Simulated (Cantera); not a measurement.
Input: 1 mol HMDSO, 27 mol NO, 14 mol N₂, equilibrated at 1823 K and 0.410 bar.

These are equilibrium values from Cantera (NASA tables, ideal gas, pure condensed phases), not measurements of a reactor. Candidate condensed phases: C, C₆H₆, C₇H₈, C₈H₁₈, H₂O, Si, SiC, SiO₂, Si₂N₂O, Si₃N₄; 151 gas species. The feed counts by its element totals alone. The tables hold silica as quartz up to 1696 K and as liquid above; real silica turns to tridymite and cristobalite and melts near 1996 K. Gases not in the tables: Si(OH)₄. Kinetics and transport are ignored.

Base state: N₂ 0.624, H₂O 0.204, CO₂ 0.136, O₂ 0.0332, NO 0.00159, OH 0.000890, CO 0.000303, H₂ 0.000116 (mole fractions); condensed: SiO₂(condensed).

Q: What changes in the equilibrium state with this change: NO from 27 to 9.4 mol?

A: 
| species | before | after |
|---|---|---|
| N₂ | 0.624 | 0.555 |
| H₂ | 0.000116 | 0.257 |
| CO | 0.000303 | 0.176 |
| H₂O | 0.204 | 0.0103 |
| O₂ | 0.0332 | <1e-9 |
| CO₂ | 0.136 | 0.00180 |
| SiO | 4.75e-9 | 0.000208 |
| NO | 0.00159 | 3.42e-8 |
| O | 4.30e-5 | <1e-9 |
| OH | 0.000890 | 9.55e-7 |
| H | 7.29e-6 | 0.000343 |
| SiO₂(condensed), mol | 2.00 | 1.99 |
